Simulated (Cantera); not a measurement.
Input: 1 mol SiH4, 0.55 mol N2, at 1748 K and 34.0 Pa.

These are equilibrium values from Cantera (NASA tables, ideal gas, pure condensed phases), not measurements of a reactor. Candidate condensed phases: Si, Si3N4; 18 gas species. The tables' values for SiN are old estimates; treat these amounts as uncertain. Gases not in the tables: Si2H6 and higher silanes. Kinetics and transport are ignored.

Base state: H2 0.771, N2 0.214, H 0.0109, Si 0.00428, SiH 9.23e-5, Si2N 3.23e-5, Si2 2.20e-5, SiN 1.89e-5 (mole fractions); condensed: Si(l).

Problem. What changes in the equilibrium state with this change: temperature from 1748 K to 1975 K?

Solution. 
```json
[
 {"species": "H2", "before": "0.771", "after": "0.654"},
 {"species": "N2", "before": "0.214", "after": "0.188"},
 {"species": "Si", "before": "0.00428", "after": "0.0951"},
 {"species": "H", "before": "0.0109", "after": "0.0600"},
 {"species": "Si2", "before": "2.20e-5", "after": "0.000927"},
 {"species": "Si3", "before": "5.39e-6", "after": "0.000201"},
 {"species": "Si(l), mol", "before": "0.988", "after": "0.710"}
]
```
